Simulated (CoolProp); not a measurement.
Cyclopentane at 457.39 K and 1.02 MPa is compressed adiabatically to 2.41 MPa with isentropic efficiency 0.85. Each further row changes one setting.

Model: reference Helmholtz-energy equation of state, Gedanitz 2015, in CoolProp.

```
case             work (kJ/kg)  final temperature (K)  final density (kg/m³)
---------------  ------------  ---------------------  ---------------------
as stated                46.3                  493.9                   55.1
efficiency 1             39.4                  491.2                   55.9
efficiency 0.65          60.6                  499.7                   53.5
```
